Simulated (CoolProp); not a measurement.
A closed Brayton cycle with carbon dioxide: compressor inlet 314.15 K and 8.1 MPa, high pressure 22.1 MPa, turbine inlet 890 K, compressor efficiency 0.89, turbine efficiency 0.9, recuperator effectiveness 0.9 (on enthalpy, no pinch check). Each further row changes one setting.

Model: reference Helmholtz-energy equation of state, Span 1996, in CoolProp.

```csv
case,thermal efficiency (%),net work (kJ/kg),compressor to turbine work,compressor exit (K),turbine exit (K)
as stated,…,102,0.28,386.3,764.6
turbine inlet 840 K,35.3,…,0.30,386.3,…
compressor inlet 324.15 K,35.9,93.4,…,…,764.6
high pressure 18.8 MPa,35.0,88.6,…,…,784.2
recuperator effectiveness 0.5,22.5,102,0.28,386.3,764.6
```

### Question
Complete the blanks.

### Answer

- as stated, thermal efficiency (%): 36.7
- turbine inlet 840 K, net work (kJ/kg): 93.3
- turbine inlet 840 K, turbine exit (K): 719.0
- compressor inlet 324.15 K, compressor to turbine work: 0.35
- compressor inlet 324.15 K, compressor exit (K): 407.4
- high pressure 18.8 MPa, compressor to turbine work: 0.27
- high pressure 18.8 MPa, compressor exit (K): 374.5
